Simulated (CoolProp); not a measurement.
Computed with CoolProp (reference Helmholtz-energy equation of state, Jacobsen 1992).

Problem. Give the vapour pressure (MPa), liquid density (kg/m³), enthalpy of vaporisation (kJ/kg), vapour Z of saturated R11 at 421.9 K.

Solution. 
```
T (K)  p (MPa)  liquid density (kg/m³)  enthalpy of vaporisation (kJ/kg)  vapour Z
-----  -------  ----------------------  --------------------------------  --------
421.9     2.07                    1100                               112     0.694
```
